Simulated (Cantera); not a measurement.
A closed system holds: 1 mol TiO2, 0.41 mol H2, 3.5 mol N2, at 300 Torr.

These are equilibrium values from Cantera (NASA tables, ideal gas, pure condensed phases), not measurements of a reactor. Candidate condensed phases: H2O, Ti, TiN, TiO, TiO2, Ti2O3, Ti3O5, Ti4O7; 27 gas species. Mutual solubility and eutectic melting of coexisting phases are not modelled. Condensed phases not in the tables: Magnéli phases beyond Ti4O7. Gases not in the tables: TiO(OH)2. The numbers say what is thermodynamically allowed, not how fast it happens.

x: gas mole fraction; n: condensed amount in mol.

| T (°C) | x N2 | x H2 | x H2O | x H | n TiO2(rutile) | n Ti4O7(s) | n Ti4O7(l) |
|---|---|---|---|---|---|---|---|
| 877 | 0.895 | 0.105 | 6.22e-5 | (withheld) | 0.999 | 0.000243 | 0 |
| 977 | 0.895 | 0.105 | 0.000190 | (withheld) | 0.997 | 0.000745 | 0 |
| 1077 | 0.895 | 0.104 | 0.000496 | (withheld) | 0.992 | 0.00194 | 0 |
| 1177 | 0.895 | 0.104 | 0.00114 | (withheld) | 0.982 | 0.00445 | 0 |
| 1277 | 0.895 | 0.103 | 0.00235 | (withheld) | 0.963 | 0.00917 | 0 |
| 1377 | 0.895 | 0.100 | 0.00442 | (withheld) | 0.931 | 0.0173 | 0 |
| 1477 | 0.895 | 0.0971 | 0.00767 | (withheld) | 0.880 | 0.0300 | 0 |
| 1577 | 0.895 | 0.0924 | 0.0124 | (withheld) | 0.807 | 0.0483 | 0 |
| 1677 | 0.895 | 0.0860 | 0.0186 | (withheld) | 0.709 | 0 | 0.0727 |
| 1777 | 0.895 | 0.0626 | 0.0417 | (withheld) | 0.346 | 0 | 0.164 |
| 1877 | 0.894 | 0.0404 | 0.0635 | (withheld) | 0 | 0 | 0.250 |

Task: Some entries are withheld; supply them.

Result: 
- 877, x H: 3.82e-8
- 977, x H: 2.47e-7
- 1077, x H: 1.22e-6
- 1177, x H: 4.82e-6
- 1277, x H: 1.59e-5
- 1377, x H: 4.55e-5
- 1477, x H: 0.000115
- 1577, x H: 0.000259
- 1677, x H: 0.000531
- 1777, x H: 0.000897
- 1877, x H: 0.00134
